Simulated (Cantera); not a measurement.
Charge: 1 mol Si₂Cl₆, 150 mol N₂, equilibrated at 1427 °C and 1.33 mbar.

These are equilibrium values from Cantera (NASA tables, ideal gas, pure condensed phases), not measurements of a reactor. Candidate condensed phases: Si, Si₃N₄; 13 gas species. The feed counts by its element totals alone. The tables' values for SiCl₃ are old estimates; treat these amounts as uncertain. Rates play no part.

Task: What is the equilibrium state?

Result: 
- x(N₂): 0.976
- x(SiCl₂): 0.0115
- x(Cl): 0.0113
- x(SiCl₃): 0.00122
- x(SiCl₄): 0.000253
- x(Cl₂): 4.59e-6
- x(SiCl): 2.70e-6
- gas amount: 153.7 mol
- log10 activity of Si(l) (absent): -3.60
